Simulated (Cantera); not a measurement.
What does this Cantera script print?

```python
import numpy as np
import cantera as ct

gas_names = """
    CL CLO CL2 H HCL HOCL HO2 H2 H2O H2O2 O OH O2 O3 Si SiCL SiCL2 SiCL3 SiCL4 SiH SiHCL3 SiH2 SiH2CL2
    SiH3 SiH3CL SiH4 SiO SiO2 Si2 Si3
""".split()
cond_names = """
    H2O(s) H2O(L) Si(cr) Si(L) SiO2(Lqz) SiO2(hqz) SiO2(L)
""".split()


def load(file, names, dense=False):
    # The tables refer to 1 bar. Condensed volumes are neglected.
    table = {s.name: s for s in ct.Species.list_from_file(file)}
    out = []
    for n in names:
        d = dict(table[n].input_data)
        d["thermo"] = dict(d["thermo"], **{"reference-pressure": 1e5})
        if dense:
            d["equation-of-state"] = {"model": "constant-volume", "density": "1e6 g/cm^3"}
        out.append(ct.Species.from_dict(d))
    return out


gas = ct.Solution(thermo="ideal-gas", species=load("nasa_gas.yaml", gas_names))
cond = {s.name: ct.Solution(thermo="fixed-stoichiometry", species=[s], name=s.name)
        for s in load("nasa_condensed.yaml", cond_names, dense=True)}
atoms = {
    'SiH2Cl2': {'Si': 1, 'H': 2, 'CL': 2},
    'H2O': {'H': 2, 'O': 1},
    'H2': {'H': 2},
}
top_T = {}  # K; cautious upper limits of use, not melting points


def equilibrate(T, P, feed):
    n = {}
    for name, mol in feed.items():
        for a, k in atoms[name].items():
            n[a] = n.get(a, 0.0) + k * mol
    gas.TPX = T, P, n
    mass = sum(n.values()) * gas.mean_molecular_weight
    gas.equilibrate("TP")
    valid = [c for c in cond.values() if c.min_temp <= T <= top_T.get(c.name, c.max_temp)]
    mix = ct.Mixture([(gas, mass / gas.mean_molecular_weight)] + [(c, 0.0) for c in valid])
    mix.T, mix.P = T, P
    mix.equilibrate("TP", solver="vcs", rtol=1e-11, max_steps=5000)
    return mix


results = []
feed = {'SiH2Cl2': 1, 'H2O': 1.1, 'H2': 64}  # mol
T = 1873  # K
P = 93  # Pa
mix = equilibrate(T, P, feed)
results.append((T, P, feed, dict(zip(mix.species_names, mix.species_moles))))
print(gas.report(threshold=1e-06))
for i in range(1, mix.n_phases):
    print(f"{mix.phase(i).name:16s} {mix.phase_moles(i):12.5e} mol")
```

It prints:

```
       temperature   1873 K
          pressure   93 Pa
           density   2.168e-05 kg/m^3
  mean mol. weight   3.6303 kg/kmol
   phase of matter   gas

                          1 kg             1 kmol
                     ---------------   ---------------
          enthalpy        1.3382e+07        4.8581e+07  J
   internal energy        9.0923e+06        3.3008e+07  J
           entropy             68668        2.4929e+05  J/K
    Gibbs function       -1.1523e+08       -4.1834e+08  J
 heat capacity c_p            9256.9             33606  J/K
 heat capacity c_v            6966.6             25291  J/K

                      mass frac. Y      mole frac. X     chem. pot. / RT
                     ---------------   ---------------   ---------------
                CL         0.0046291        0.00047405           -29.399
                 H         0.0056806          0.020459           -13.161
               HCL           0.28709          0.028587            -42.56
                H2           0.51894            0.9345           -26.322
               H2O         0.0071984         0.0014506           -56.231
                OH         1.155e-05        2.4654e-06            -43.07
               SiO           0.17645           0.01453           -47.083
     [  +23 minor]        2.5601e-06        2.1525e-07

Si(L)             0.00000e+00 mol
SiO2(L)           0.00000e+00 mol
```

Equilibrium computed with Cantera from the NASA thermochemical tables; the gas is ideal and each condensed phase is pure.
